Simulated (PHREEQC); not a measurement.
A solution holds 0.25 mol/kgw HNO3, 5.9e-05 mol/kgw AlCl3 and 0.0024 mol/kgw MnSO4, at 25 °C. Closed to the air; pH follows from the charge balance.

Model: ion-association model, phreeqc.dat, run in PHREEQC.

This is a speciation only: nothing precipitates in the calculation.

**Question.** Order these S species by the share of S that they hold, largest first: SO4-2, MnSO4, HSO4-.

**Answer.** HSO4- (87 %), SO4-2 (13 %), MnSO4 (0.40 %)

The pH is 0.71 and the ionic strength 0.256 mol/kgw.
